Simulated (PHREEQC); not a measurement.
Solution A (0.0029 mol AgF and 0.0003 mol KNO3 per kg of water) is mixed with solution B (0.042 mol/kgw CuSO4 and 0.00016 mol/kgw H3BO3) at 89 °C; shares are by mass of water, 1 kg in all. Oxygen alone is held at its pressure in air (log pO2 = -0.68). CO2 from the air is kept out. The run lets Cu(OH)2, Brochantite, Antlerite, Cu2(OH)3NO3, Ag2O, Ag2SO4, Chalcanthite, CuF2:2H2O precipitate or redissolve, and no other solid.

The numbers come from PHREEQC with the ion-association model, wateq4f.dat.

| share of solution B | pH | Cu(OH)2 (mol) | Ag+ (mol/kgw) | F- (mol/kgw) | SO4-2 (mol/kgw) | Cu+2 (mol/kgw) |
|---|---|---|---|---|---|---|
| 0 | 6.81 | 0 | 0.00289 | 0.00289 | 0 | 0 |
| 0.1 | 4.71 | 9.21e-6 | 0.00247 | 0.00228 | 0.00312 | 0.00293 |
| 0.2 | 4.54 | 0 | 0.00213 | 0.00191 | 0.00571 | 0.00547 |
| 0.3 | 4.44 | 0 | 0.00182 | 0.00159 | 0.00810 | 0.00784 |
| 0.4 | 4.36 | 0 | 0.00153 | 0.00131 | 0.0104 | 0.0101 |
| 0.5 | 4.30 | 0 | 0.00125 | 0.00106 | 0.0126 | 0.0123 |
| 0.6 | 4.24 | 0 | 0.000986 | 0.000821 | 0.0147 | 0.0145 |
| 0.7 | 4.20 | 0 | 0.000730 | 0.000600 | 0.0168 | 0.0166 |
| 0.8 | 4.16 | 0 | 0.000480 | 0.000390 | 0.0189 | 0.0187 |
| 0.9 | 4.13 | 0 | 0.000237 | 0.000191 | 0.0210 | 0.0208 |
| 1 | 4.09 | 0 | 0 | 0 | 0.0230 | 0.0229 |

Cu(OH)2 from share of solution B = 0.1 (pH 4.71), last present at share of solution B = 0.1.

Complexes and solids missing from the database can't appear. Constants without temperature data keep their 25 °C values here. Real BF4- forms and hydrolyses slowly; the run takes it at equilibrium.
